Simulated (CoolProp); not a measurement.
Decamethyltetrasiloxane (MD2M) along the isobar 8.07 bar: fugacity coefficient from the reference equation and from simpler models built on Tc = 326.2 °C, pc = 11.44 bar, ω = 0.635; each cubic takes its own stable root.

Computed with CoolProp (reference Helmholtz-energy equation of state, Thol 2017).

| T (°C) | phase | reference |
|---|---|---|
| 171.85 | liquid | 0.07319 |
| 182.25 | liquid | 0.09541 |
| 192.55 | liquid | 0.1219 |
| 202.85 | liquid | 0.1532 |
| 213.25 | liquid | 0.1902 |
| 223.55 | liquid | 0.2322 |
| 233.85 | liquid | 0.2798 |
| 244.25 | liquid | 0.3336 |
| 254.55 | liquid | 0.3924 |
| 264.85 | liquid | 0.4567 |
| 275.15 | liquid | 0.5259 |
| 285.55 | liquid | 0.6003 |
| 295.85 | liquid | 0.6776 |
| 306.15 | gas | 0.7437 |
| 316.55 | gas | 0.7626 |
| 326.85 | gas | 0.7792 |

Problem. How far does each simpler model (van der Waals, Redlich-Kwong, Peng-Robinson) lie from the reference over these 16 states: mean and median of the absolute difference, and the worst?

Solution. 
- van der Waals: mean 114.1 %, median 75.0 %, worst +385.4 % at 171.85 °C and 8.07 bar
- Redlich-Kwong: mean 55.5 %, median 41.2 %, worst +167.4 % at 171.85 °C and 8.07 bar
- Peng-Robinson: mean 1.9 %, median 1.6 %, worst -4.4 % at 306.15 °C and 8.07 bar

At some of these states van der Waals, Redlich-Kwong gives the other phase, because its saturation line lies elsewhere.
